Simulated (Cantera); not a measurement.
A closed system holds: 1 mol Ti, 0.28 mol H2O, held at 1323 K and 0.610 bar.

Equilibrium computed with Cantera from the NASA thermochemical tables; the gas is ideal and each condensed phase is pure. Candidate condensed phases: H2O, Ti, TiO, TiO2, Ti2O3, Ti3O5, Ti4O7; 12 gas species. Mutual solubility and eutectic melting of coexisting phases are not modelled. TiO: taken at fixed stoichiometry. Condensed phases not in the tables: N, O or C dissolved in the metal. Rates play no part.

Base state: H2 1.000 (mole fractions); condensed: Ti(β) + TiO(s).

### Question
What changes in the equilibrium state with this change: Ti replaced by Ti(OiPr)4?

### Answer
```tsv
species	before	after
H2	1.000	0.842
CO	0	0.155
CH4	0	0.00294
H2O	<1e-9	0.000582
CO2	0	5.76e-5
Ti(β), mol	0.720	0
TiO(s), mol	0.280	0
C(graphite), mol	0	9.35
Ti3O5(s), mol	0	0.333
```
The feed counts by its element totals alone. Further candidate phases: C, C6H6, C7H8, C8H18, TiC.
